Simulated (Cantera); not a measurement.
A Cantera script and its output.

```python
import numpy as np
import cantera as ct

gas = ct.Solution("gri30.yaml")
gas.TPX = 1573, 68000, {'CH4': 1, 'H2': 0.045, 'O2': 0.963, 'N2': 3.62}
reactor = ct.IdealGasConstPressureReactor(gas, energy="on", clone=False)
net = ct.ReactorNet([reactor])
net.rtol, net.atol = 1e-08, 1e-16
show = ['CH4', 'H2', 'O2', 'HCO', 'O', 'H', 'NO2']
times = np.geomspace(2e-06, 7, 13)

steps = ct.SolutionArray(gas, extra=["t"])
rows = []
print(f"{'t/s':>10s}{'T/K':>9s}{'P/Pa':>11s}" + "".join(f"{s:>11s}" for s in show))
for t in times:
    while net.time < t:
        t_next = net.step()
        steps.append(gas.state, t=t_next)
    rows.append([np.interp(t, steps.t, y) for y in (steps.T, steps.P, *steps(*show).X.T)])
    print(f"{t:10.3e}{rows[-1][0]:9.1f}{rows[-1][1]:11.4g}" + "".join(f"{x:11.3e}" for x in rows[-1][2:]))
rate = np.gradient(steps.T, steps.t)
print("integrator steps:", len(steps.t))
if steps.T.max() > steps.T[0] + 200:
    print(f"time of steepest temperature rise: {steps.t[rate.argmax()]:.4e} s")
gas.TPX = 1573, 68000, {'CH4': 1, 'H2': 0.045, 'O2': 0.963, 'N2': 3.62}
gas.equilibrate("HP")
print(f"equilibrium (HP): T = {gas.T:.1f} K  " + "  ".join(f"{s} {gas[s].X[0]:.3e}" for s in show))
```

Output:

```
       t/s      T/K       P/Pa        CH4         H2         O2        HCO          O          H        NO2
 2.000e-06   1573.0    6.8e+04  1.777e-01  7.996e-03  1.711e-01  9.132e-14  1.095e-08  5.619e-08  9.046e-22
 7.021e-06   1573.0    6.8e+04  1.777e-01  7.997e-03  1.711e-01  1.503e-12  1.431e-08  6.526e-08  6.892e-20
 2.464e-05   1572.9    6.8e+04  1.777e-01  7.999e-03  1.711e-01  2.785e-11  2.849e-08  1.045e-07  4.309e-18
 8.651e-05   1572.8    6.8e+04  1.776e-01  8.010e-03  1.711e-01  9.897e-10  1.093e-07  3.349e-07  3.054e-16
 3.037e-04   1575.4    6.8e+04  1.761e-01  8.223e-03  1.703e-01  7.440e-08  6.375e-07  2.186e-06  2.813e-14
 1.066e-03   2547.1    6.8e+04  3.869e-04  1.733e-01  8.985e-06  1.046e-06  3.087e-05  7.361e-03  1.294e-09
 3.742e-03   2504.1    6.8e+04  9.723e-12  1.764e-01  2.420e-05  1.657e-07  8.612e-05  1.275e-02  2.822e-09
 1.313e-02   2502.8    6.8e+04  8.937e-12  1.762e-01  2.544e-05  1.682e-07  9.039e-05  1.306e-02  2.039e-09
 4.610e-02   2503.0    6.8e+04  8.871e-12  1.762e-01  2.552e-05  1.683e-07  9.064e-05  1.307e-02  1.709e-09
 1.618e-01   2503.0    6.8e+04  8.869e-12  1.762e-01  2.552e-05  1.683e-07  9.065e-05  1.307e-02  1.701e-09
 5.681e-01   2503.0    6.8e+04  8.869e-12  1.762e-01  2.552e-05  1.683e-07  9.065e-05  1.307e-02  1.701e-09
 1.994e+00   2503.0    6.8e+04  8.869e-12  1.762e-01  2.552e-05  1.683e-07  9.065e-05  1.307e-02  1.701e-09
 7.000e+00   2503.0    6.8e+04  8.869e-12  1.762e-01  2.552e-05  1.683e-07  9.065e-05  1.307e-02  1.701e-09
integrator steps: 1885
time of steepest temperature rise: 8.8848e-04 s
equilibrium (HP): T = 2503.0 K  CH4 9.954e-12  H2 1.762e-01  O2 2.552e-05  HCO 1.683e-07  O 9.065e-05  H 1.307e-02  NO2 1.701e-09
```

Cantera simulation using GRI-Mech 3.0 (53 species, 325 reactions); the numbers are that mechanism's predictions, not measurements.
